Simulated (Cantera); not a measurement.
# Diamond growth

A diamond (100) surface in a fixed gas of H2 with x(CH4) = 0.012, x(H) = 0.049, x(CH3) = 0.00061, at 950 K; coverages are run to steady state.

Cantera simulation using the Harris–Goodwin 1993 mechanism for the reconstructed diamond (100) surface; the numbers are that mechanism's predictions, not measurements.

| P (Pa) | growth (µm/h) | θ c6HH | θ c6H* | θ c6*H | θ c6** | θ c6HM |
|---|---|---|---|---|---|---|
| 710 | 1.77 | 0.636 | 0.0141 | 0.332 | 0.00665 | 0.00827 |
| 1200 | 3.00 | 0.636 | 0.0141 | 0.332 | 0.00666 | 0.00830 |
| 1900 | 4.77 | 0.636 | 0.0142 | 0.332 | 0.00667 | 0.00832 |
| 3200 | 8.04 | 0.636 | 0.0143 | 0.332 | 0.00668 | 0.00833 |
| 5300 | 13.3 | 0.636 | 0.0145 | 0.332 | 0.00671 | 0.00834 |
| 8700 | 22.0 | 0.636 | 0.0148 | 0.331 | 0.00675 | 0.00836 |
| 14000 | 35.5 | 0.636 | 0.0153 | 0.331 | 0.00681 | 0.00838 |
| 24000 | 61.2 | 0.636 | 0.0163 | 0.330 | 0.00692 | 0.00842 |
θ: site fractions in the mechanism's names (c6HH fully hydrogenated, c6H* and c6*H radical sites, c6** diradical, c6HM methylated).
